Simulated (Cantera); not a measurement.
An isothermal plug-flow reactor at 850 K and 4.64 atm (inlet), inlet velocity 0.9 m/s, active area per volume 980 1/m; feed 0.511 % CO, 17.0 % O2, 74.8 % N2, 7.67 % H2O, equivalence ratio 0.015.

Detailed kinetics in Cantera: Deutschmann's 1995 Pt surface mechanism with GRI-Mech 3.0 gas chemistry. Catalytic surfaces can have several steady states; this one follows from the mechanism file's or the stated starting coverage. Mass transfer to the wall is taken as infinitely fast.

One state of this run: x CO = 0.00379; x O2 = 0.170; x H2O = 0.0767; x CO2 = 0.00133; θ free Pt = 0.0335; θ O* = 0.956; θ OH* = 0.00893; θ CO* = 0.00101. x: gas mole fraction; θ: surface coverage.

Q: Which value of z (m) does it belong to?
(A) 0.0015
(B) 0.0068
(C) 0.015
(D) 0.00068

A: D, 0.00068
